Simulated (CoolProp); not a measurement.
Vapour-liquid equilibrium of R134a (1) + methanol (2) at 0.114 bar; x and y are mole fractions of (1).

The numbers come from the multi-fluid Helmholtz-energy mixture model, Tillner-Roth 1994 and de Reuck 1993; pair parameters Bell 2016 in CoolProp.

| x | bubble temperature (K) | y at the bubble point | dew temperature at overall composition x (K) | liquid density (mol/L) |
|---|---|---|---|---|
| 0.05 | 231.3 | 0.986 | 289.8 | 25.61 |
| 0.15 | 218.3 | 0.996 | 287.8 | ___ |
| 0.25 | 215.3 | 0.997 | 285.6 | 22.84 |
| 0.35 | 214.3 | 0.998 | 283.1 | 21.43 |
| 0.45 | 213.6 | 0.998 | 280.3 | 20.13 |
| 0.55 | ___ | 0.998 | ___ | ___ |
| 0.65 | 212.3 | 0.998 | 273.0 | ___ |
| 0.75 | 211.3 | 0.999 | 267.8 | 16.82 |
| 0.85 | 210.2 | 0.999 | 260.3 | 15.87 |
| 0.95 | 208.9 | 1.000 | 245.7 | 15.00 |

Question: Complete the blanks.

Answer: 
- 0.15, liquid density (mol/L): 24.31
- 0.55, bubble temperature (K): 213.0
- 0.55, dew temperature at overall composition x (K): 277.0
- 0.55, liquid density (mol/L): 18.94
- 0.65, liquid density (mol/L): 17.83

No azeotrope shows between x = 0.05 and 0.95.

Pair parameters are fitted to limited data, so mixtures are less certain than the pure fluids. With so large a gap from Raoult's law the liquid may split in two, which this calculation doesn't test in full.
